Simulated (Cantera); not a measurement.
A perfectly stirred reactor is fed with H2 : O2 : N2 : H2O = 1 : 0.417 : 1.57 : 0.079 (molar parts), equivalence ratio 1.2, at 140000 Pa; it is adiabatic with a 350 K inlet, and is followed from long to short residence time, starting on the burning branch (τ in s: 0.044, 0.024, 0.013, 0.0074, 0.0041, 0.0023, 0.0013, 0.0007, 0.00039, 0.00022, 0.00012, 6.7e-05).

Detailed kinetics in Cantera: the H2/O2 subset of GRI-Mech 3.0, which has no nitrogen chemistry.

Q: What does this change do: pressure from 140000 Pa to 100000 Pa?

A: 
```
quantity                                                                          before                                   after
------------------------------------------------  --------------------------------------  --------------------------------------
blow-out, bracketed by the residence times tried  burning at 67.0 µs, the shortest tried  burning at 67.0 µs, the shortest tried
x(H2) at τ = 44.0 ms                                                              0.0630                                  0.0633
x(O2) at τ = 44.0 ms                                                            0.000326                                0.000479
x(H2O) at τ = 44.0 ms                                                              0.339                                   0.338
x(O) at τ = 44.0 ms                                                             0.000129                                0.000196
x(HO2) at τ = 44.0 ms                                                            1.89e-7                                 2.38e-7
x(H2) at τ = 1.30 ms                                                              0.0666                                  0.0681
x(O2) at τ = 1.30 ms                                                             0.00285                                 0.00413
x(H2O) at τ = 1.30 ms                                                              0.324                                   0.317
x(O) at τ = 1.30 ms                                                              0.00119                                 0.00187
x(HO2) at τ = 1.30 ms                                                            2.16e-6                                 2.41e-6
```
